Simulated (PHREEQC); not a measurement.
Dissolve 2.1 mmol/kgw K2CO3, 5.8 mmol/kgw Na2SO4 and 0.071 mmol/kgw LiCl at 25 °C. Closed to the air; pH follows from the charge balance.

All values are PHREEQC results (ion-association model, wateq4f.dat), not measurements.

No solid was allowed to form.

Question: Estimate the pH, ionic strength.

Answer: pH 10.62; ionic strength 0.0224 mol/kgw.

Question: In which forms is C present?

Answer: CO3-2 69 %, HCO3- 23 %, NaCO3- 8.2 % of the C.

Species that the database lacks are ignored.
